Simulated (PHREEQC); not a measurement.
Na2HPO4 is added in steps, without added water, to 1 kg of water holding 0.02 mol/kgw K2CO3, 0.0026 mol/kgw Fe(NO3)3 and 0.0065 mol/kgw CuSO4, at 25 °C. Oxygen alone is held at its pressure in air (log pO2 = -0.68). CO2 from the air is kept out. Solids allowed: Hematite, Strengite, Cu(OH)2, Malachite, Brochantite, Antlerite, Cu2(OH)3NO3, Cu3(PO4)2:3H2O, Jarosite-K, Jarosite-Na, Mirabilite, Chalcanthite, Nahcolite, Natron. Others were left out.

Base run: PHREEQC, ion-association model, wateq4f.dat. Each further column changes one thing. The table gives pH.

```
Na2HPO4 added (mol)  base  Davies equation for every ion  Debye-Hückel limiting law  metal-ligand complexes left out  all activity coefficients set to 1
-------------------  ----  -----------------------------  -------------------------  -------------------------------  ----------------------------------
0                    9.32                           9.31                       9.23                             9.32                                9.56
0.006667             9.25                           9.24                       9.14                             9.29                                9.48
0.01333              9.20                           9.19                       9.07                             9.27                                9.41
0.02                 9.16                           9.15                       9.01                             9.25                                9.36
0.02667              9.13                           9.12                       8.96                             9.23                                9.32
0.03333              9.10                           9.10                       8.92                             9.22                                9.29
0.04                 9.07                           9.07                       8.88                             9.21                                9.26
0.04667              9.05                           9.05                       8.84                             9.20                                9.24
0.05333              9.03                           9.04                       8.81                             9.19                                9.22
0.06                 9.02                           9.02                       8.77                             9.18                                9.20
0.06667              9.00                           9.01                       8.74                             9.17                                9.19
0.07333              8.99                           9.00                       8.71                             9.16                                9.17
0.08                 8.97                           8.99                       8.68                             9.15                                9.16
```

H3PO4, which wateq4f.dat lacks, is added to it with the constant of phreeqc.dat. The database has no phosphate complexes of Cu. The database's constant for dissolved Cu(OH)2 is higher than later reviews accept.
